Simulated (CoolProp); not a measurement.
Properties of acetone along the isobar 121 bar (Tc = 508.1 K, pc = 46.92 bar, ω = 0.307).

Computed with CoolProp (reference Helmholtz-energy equation of state, Lemmon 2006). It is a short technical equation, of lower accuracy than the large ones.

| T (K) | phase | cp (kJ/(kg K)) | speed of sound (m/s) | Joule-Thomson coefficient (K/MPa) |
|---|---|---|---|---|
| 238.6 | liquid | 2.024 | 1507 | -0.4143 |
| 245.2 | liquid | 2.031 | 1476 | -0.4103 |
| 251.8 | liquid | 2.039 | 1446 | -0.4059 |
| 258.4 | liquid | 2.048 | 1416 | -0.4011 |
| 265 | liquid | 2.058 | 1386 | -0.3959 |
| 271.6 | liquid | 2.069 | 1357 | -0.3903 |
| 278.3 | liquid | 2.080 | 1327 | -0.3841 |
| 284.9 | liquid | 2.092 | 1298 | -0.3776 |
| 291.5 | liquid | 2.105 | 1270 | -0.3707 |
| 298.1 | liquid | 2.119 | 1242 | -0.3633 |
| 304.7 | liquid | 2.133 | 1214 | -0.3554 |
| 311.3 | liquid | 2.148 | 1186 | -0.3470 |
| 318 | liquid | 2.164 | 1159 | -0.3380 |
